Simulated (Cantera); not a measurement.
# Equilibrium for boron, boron nitride and boron oxide: borazine + O₂ + N₂

Feed: 1 mol borazine, 2.6 mol O₂, 4.7 mol N₂, at 88.0 mbar.

These are equilibrium values from Cantera (NASA tables, ideal gas, pure condensed phases), not measurements of a reactor. Candidate condensed phases: B, BN, B₂O₃, B₃O₃H₃, H₂O; 39 gas species. The feed counts by its element totals alone. Gases not in the tables: H₃BO₃. Rates play no part.

```json
[
 {"T (°C)": "552", "x N₂": "0.674", "x H₂": "0.250", "x HBO₂": "2.72e-7", "x B₂O₃": "<1e-12", "x H₂O": "0.0754", "x HBO": "<1e-12", "x H": "1.34e-11", "n B₂O₃(l)": "1.49"},
 {"T (°C)": "702", "x N₂": "0.674", "x H₂": "0.250", "x HBO₂": "1.42e-5", "x B₂O₃": "1.11e-11", "x H₂O": "0.0758", "x HBO": "1.65e-10", "x H": "1.93e-9", "n B₂O₃(l)": "1.50"},
 {"T (°C)": "852", "x N₂": "0.674", "x H₂": "0.250", "x HBO₂": "0.000246", "x B₂O₃": "7.58e-9", "x H₂O": "0.0758", "x HBO": "1.96e-8", "x H": "7.49e-8", "n B₂O₃(l)": "1.50"},
 {"T (°C)": "1002", "x N₂": "0.673", "x H₂": "0.250", "x HBO₂": "0.00209", "x B₂O₃": "1.04e-6", "x H₂O": "0.0749", "x HBO": "7.33e-7", "x H": "1.24e-6", "n B₂O₃(l)": "1.49"},
 {"T (°C)": "1152", "x N₂": "0.670", "x H₂": "0.249", "x HBO₂": "0.0107", "x B₂O₃": "4.88e-5", "x H₂O": "0.0703", "x HBO": "1.27e-5", "x H": "1.15e-5", "n B₂O₃(l)": "1.45"},
 {"T (°C)": "1302", "x N₂": "0.661", "x H₂": "0.245", "x HBO₂": "0.0365", "x B₂O₃": "0.00106", "x H₂O": "0.0564", "x HBO": "0.000135", "x H": "6.93e-5", "n B₂O₃(l)": "1.32"},
 {"T (°C)": "1452", "x N₂": "0.637", "x H₂": "0.235", "x HBO₂": "0.0812", "x B₂O₃": "0.0131", "x H₂O": "0.0319", "x HBO": "0.00110", "x H": "0.000304", "n B₂O₃(l)": "0.972"},
 {"T (°C)": "1602", "x N₂": "0.579", "x H₂": "0.207", "x HBO₂": "0.112", "x B₂O₃": "0.0801", "x H₂O": "0.0132", "x HBO": "0.00613", "x H": "0.00101", "n B₂O₃(l)": "0"},
 {"T (°C)": "1752", "x N₂": "0.578", "x H₂": "0.203", "x HBO₂": "0.109", "x B₂O₃": "0.0793", "x H₂O": "0.0163", "x HBO": "0.00822", "x H": "0.00292", "n B₂O₃(l)": "0"},
 {"T (°C)": "1902", "x N₂": "0.576", "x H₂": "0.197", "x HBO₂": "0.107", "x B₂O₃": "0.0771", "x H₂O": "0.0199", "x HBO": "0.0102", "x H": "0.00730", "n B₂O₃(l)": "0"}
]
```
x: gas mole fraction; n: condensed amount in mol.

From 552 °C to 1452 °C the condensed part is B₂O₃(l). From 1602 °C to 1902 °C nothing is condensed.
